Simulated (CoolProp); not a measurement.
Carbon dioxide at 425.56 K and 0.428 MPa flows at 3.6 m/s in a round tube of 25 mm bore and 45 µm roughness, fully developed (64/Re and Nu = 3.66 if laminar; Colebrook and Gnielinski if turbulent). Each further row changes one setting.

Values from CoolProp's reference Helmholtz-energy equation of state, Span 1996.

| case | Reynolds number | Darcy friction factor | pressure drop (Pa/m) | heat-transfer coefficient (W/(m² K)) | mass flow (kg/h) |
|---|---|---|---|---|---|
| as stated | 23200 | 0.0288 | 39.9 | 74.2 | 34.1 |
| velocity 7.2 m/s | 46300 | 0.0263 | 146 | 138 | 68.2 |
| diameter 50 mm | 46300 | 0.0240 | 16.7 | 62.5 | 136 |

Viscosity comes from a separate model (Laesecke 2017). Thermal conductivity comes from a separate model (Huber 2016).
